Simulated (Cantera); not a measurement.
## Thermodynamics of carbon deposition, reforming and gasification, feed C + H2

Feed: 1 mol C, 1.3 mol H2, at 1 atm.

These are equilibrium values from Cantera (NASA tables, ideal gas, pure condensed phases), not measurements of a reactor. Candidate condensed phases: C, C6H6, C7H8, C8H18; 86 gas species. Ions and electrons are included (thermal ionisation). Rates play no part.

From 2000 K to 3500 K the condensed part is C(graphite). From 4000 K to 5000 K nothing is condensed. The main C-bearing gas is C2H2 (acetylene) at 2000 K and C at 5000 K.

| T (K) | log p H2 | log p H | log p C | log p C2H2 (acetylene) | log p C3 | log p C2 | log p C2H | n C(graphite) |
|---|---|---|---|---|---|---|---|---|
| 2000 | 0.00 | -2.79 | -10.52 | -3.11 | -10.56 | -11.63 | -7.63 | 0.997 |
| 2500 | -0.01 | -1.60 | -6.78 | -1.98 | -6.30 | -7.34 | -4.71 | 0.972 |
| 3000 | -0.09 | -0.85 | -4.30 | -1.29 | -3.51 | -4.50 | -2.82 | 0.845 |
| 3500 | -0.35 | -0.40 | -2.53 | -1.02 | -1.53 | -2.49 | -1.57 | 0.328 |
| 4000 | -0.76 | -0.18 | -1.56 | -1.74 | -1.13 | -1.69 | -1.47 | 0 |
| 4500 | -1.31 | -0.12 | -0.99 | -2.89 | -1.37 | -1.44 | -1.86 | 0 |
| 5000 | -1.87 | -0.12 | -0.68 | -4.22 | -2.02 | -1.54 | -2.54 | 0 |
log p: log10 of the partial pressure in bar; n: condensed amount in mol.
